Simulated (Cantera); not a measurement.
Charge: 1 mol Si, 3.3 mol HCl, 5.3 mol H2, held at 0.560 bar.

Method: chemical equilibrium by Gibbs-energy minimisation in Cantera with the NASA 1993 tables (ideal gas, pure condensed phases). Candidate condensed phases: Si; 19 gas species. The tables' values for SiCl3 are old estimates; treat these amounts as uncertain. Equilibrium is a limit: real reactors are often held back by kinetics, nucleation or transport.

log p: log10 of the partial pressure in bar; n: condensed amount in mol.

| T (°C) | log p H2 | log p HCl | log p SiCl4 | log p SiHCl3 | log p SiCl2 | log p SiCl3 | n Si(s) |
|---|---|---|---|---|---|---|---|
| 327 | -0.31 | -4.65 | -1.39 | -1.60 | -9.36 | -6.95 | 0.0838 |
| 427 | -0.31 | -3.76 | -1.38 | -1.62 | -7.36 | -5.63 | 0.0868 |
| 527 | -0.31 | -3.09 | -1.38 | -1.64 | -5.86 | -4.64 | 0.0913 |
| 627 | -0.31 | -2.58 | -1.38 | -1.66 | -4.71 | -3.88 | (withheld) |
| 727 | -0.31 | -2.17 | -1.38 | -1.68 | -3.80 | -3.28 | (withheld) |
| 827 | -0.32 | -1.84 | -1.41 | -1.71 | -3.06 | -2.81 | (withheld) |
| 927 | -0.32 | -1.58 | -1.46 | -1.77 | -2.47 | -2.44 | 0.162 |
| 1027 | -0.34 | -1.38 | -1.57 | -1.86 | -2.00 | -2.17 | 0.172 |
| 1127 | -0.35 | -1.24 | -1.77 | -2.03 | -1.66 | -2.03 | (withheld) |

Fill in the missing entries.


- 627, n Si(s): 0.0998
- 727, n Si(s): 0.115
- 827, n Si(s): 0.138
- 1127, n Si(s): 0.151
